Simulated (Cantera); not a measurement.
**Ignition delay**

Mixture: CH4 : O2 : N2 = 1 : 4.26 : 11 (molar parts), at 285 Torr, adiabatic and at constant pressure. Ignition delay is the time to a rise of 400 K.

Computed with Cantera and GRI-Mech 3.0 (53 species, 325 reactions).

```tsv
T0 (K)	delay (ms)
1223	34.8
1323	9.31
1423	3.15
1523	1.31
1623	0.635
1723	0.340
```

```
Quantity                                                 Value
--------------------------------------------------  ----------
apparent activation energy between 1523 and 1723 K  150 kJ/mol
```
